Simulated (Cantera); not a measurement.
**Aluminium nitride and oxide growth: Al(CH3)3 + H2O + N2**

A closed system holds: 1 mol Al(CH3)3, 1.9 mol H2O, 500 mol N2, held at 2200 K and 1700 Pa.

Equilibrium computed with Cantera from the NASA thermochemical tables; the gas is ideal and each condensed phase is pure. Candidate condensed phases: Al, AlN, Al2O3, C, C6H6, C7H8, C8H18, H2O; 148 gas species. The feed counts by its element totals alone. Equilibrium is a limit: real reactors are often held back by kinetics, nucleation or transport.

| Item | Result |
|---|---|
| x(N2) | 0.979 |
| x(H2) | 0.00939 |
| x(H) | 0.00419 |
| x(CO) | 0.00372 |
| x(Al) | 0.00195 |
| x(HCN) | 0.00194 |
| x(HNC) | 0.000153 |
| x(CN) | 3.08e-5 |
| x(C2H2 (acetylene)) | 1.09e-5 |
| gas amount | 510.4 mol |
| log10 activity of C(graphite) (absent) | -0.17 |
| log10 activity of Al(l) (absent) | -2.97 |
